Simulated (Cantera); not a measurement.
Input (Python, Cantera) and output of one run.

```python
import numpy as np
import cantera as ct

gas_names = """
    C CH CH2 CH3 CH2OH CH3O CH4 CH3OH CO CO2 COOH C2 C2H CHCO,ketyl C2H2,acetylene C2H2,vinylidene
    CH2CO,ketene C2H3,vinyl CH3CO,acetyl C2H4 C2H4O,ethylen CH3CHO,ethanal CH3COOH (HCOOH)2 C2H5 C2H6
    CH3OCH3 C2H5OH C2O C3 C3H3,propargyl C3H4,allene C3H4,propyne C3H4,cyclo- C3H5,allyl C3H6,propylene
    C3H6,cyclo- C3H6O C3H7,n-propyl C3H7,i-propyl C3H8 C3H8O,1propanol C3H8O,2propanol C3O2 C4 C4H2
    C4H4,1,3-cyclo- C4H6,butadiene C4H6,2-butyne C4H6,cyclo- C4H8,1-butene C4H8,cis2-buten
    C4H8,tr2-butene C4H8,isobutene C4H8,cyclo- (CH3COOH)2 C4H9,n-butyl C4H9,i-butyl C4H9,s-butyl
    C4H9,t-butyl C4H10,isobutane C4H10,n-butane C5 C5H6,1,3cyclo- C5H8,cyclo- C5H10,1-pentene
    C5H10,cyclo- C5H11,pentyl C5H11,t-pentyl C5H12,n-pentane C5H12,i-pentane CH3C(CH3)2CH3 C6H2
    C6H5,phenyl C6H5O,phenoxy C6H6 C6H5OH,phenol C6H10,cyclo- C6H12,1-hexene C6H12,cyclo- C6H13,n-hexyl
    C7H7,benzyl C7H8 C7H8O,cresol C7H14,1-heptene C7H15,n-heptyl C7H16,n-heptane C8H8,styrene
    C8H10,ethylbenz C8H16,1-octene C8H17,n-octyl C8H18,isooctane C8H18,n-octane C9H19,n-nonyl
    C10H8,naphthale C10H21,n-decyl C12H9,o-bipheny C12H10,bipheny H HCO HO2 H2 HCHO,formaldehy HCOOH H2O
    H2O2 O OH O2 O3
""".split()
cond_names = """
    C(gr) C6H6(L) C7H8(L) C8H18(L),n-octa H2O(s) H2O(L)
""".split()


def load(file, names, dense=False):
    # The tables refer to 1 bar. Condensed volumes are neglected.
    table = {s.name: s for s in ct.Species.list_from_file(file)}
    out = []
    for n in names:
        d = dict(table[n].input_data)
        d["thermo"] = dict(d["thermo"], **{"reference-pressure": 1e5})
        if dense:
            d["equation-of-state"] = {"model": "constant-volume", "density": "1e6 g/cm^3"}
        out.append(ct.Species.from_dict(d))
    return out


gas = ct.Solution(thermo="ideal-gas", species=load("nasa_gas.yaml", gas_names))
cond = {s.name: ct.Solution(thermo="fixed-stoichiometry", species=[s], name=s.name)
        for s in load("nasa_condensed.yaml", cond_names, dense=True)}
atoms = {
    'n-butane': {'C': 4, 'H': 10},
    'H2': {'H': 2},
    'CO2': {'C': 1, 'O': 2},
}
top_T = {'C(gr)': 4500}  # K; cautious upper limits of use, not melting points


def equilibrate(T, P, feed):
    n = {}
    for name, mol in feed.items():
        for a, k in atoms[name].items():
            n[a] = n.get(a, 0.0) + k * mol
    gas.TPX = T, P, n
    mass = sum(n.values()) * gas.mean_molecular_weight
    gas.equilibrate("TP")
    valid = [c for c in cond.values() if c.min_temp <= T <= top_T.get(c.name, c.max_temp)]
    mix = ct.Mixture([(gas, mass / gas.mean_molecular_weight)] + [(c, 0.0) for c in valid])
    mix.T, mix.P = T, P
    mix.equilibrate("TP", solver="vcs", rtol=1e-11, max_steps=5000)
    return mix


results = []
feed = {'n-butane': 1, 'H2': 11, 'CO2': 0.21}  # mol
T = 2298.15  # K
for P in [10, 46, 220, 1000, 4600, 22000, 100000, 460000, 2200000, 10000000]:
    mix = equilibrate(T, P, feed)
    results.append((T, P, feed, dict(zip(mix.species_names, mix.species_moles))))

top = {s: max(r[3][s] / sum(r[3][g] for g in gas_names) for r in results) for s in gas_names}
cols = sorted((s for s in top if top[s] > 1e-06), key=lambda s: -top[s])[:6]
seen = [c for c in cond_names if any(r[3].get(c, 0) > 1e-12 for r in results)]
print("log10 of partial pressures in bar; condensed amounts in mol")
print(f"{'P/Pa':>10s}" + "".join(f"{s[:9]:>10s}" for s in cols + seen))
for T, P, feed, n in results:
    ng = sum(n[g] for g in gas_names)
    print(f"{P:10.4g}" + "".join(f"{np.log10(max(n[s] / ng * P / 1e5, 1e-99)):10.3f}" for s in cols)
          + "".join(f"{n.get(c, 0):10.4g}" for c in seen))
```

Output:

```
log10 of partial pressures in bar; condensed amounts in mol
      P/Pa        H2         H        CO       CH4 C2H2,acet      C2H4     C(gr)
        10    -4.414    -4.226    -5.746   -12.497    -6.783   -13.997     3.693
        46    -3.543    -3.790    -5.014   -10.753    -5.911   -12.254     3.678
       220    -2.759    -3.398    -4.291    -9.186    -5.128   -10.687     3.665
      1000    -2.055    -3.046    -3.612    -7.777    -4.423    -9.278     3.659
      4600    -1.370    -2.703    -2.939    -6.407    -3.738    -7.908     3.656
   2.2e+04    -0.680    -2.358    -2.254    -5.027    -3.048    -6.528     3.653
     1e+05    -0.017    -2.027    -1.594    -3.703    -2.386    -5.203      3.65
   4.6e+05     0.647    -1.695    -0.930    -2.373    -1.721    -3.874     3.636
   2.2e+06     1.326    -1.355    -0.249    -1.015    -1.042    -2.516     3.575
     1e+07     1.977    -1.030     0.415     0.286    -0.391    -1.214     3.321
```

These are equilibrium values from Cantera (NASA tables, ideal gas, pure condensed phases), not measurements of a reactor. The ideal-gas law is rough above about 30 bar.
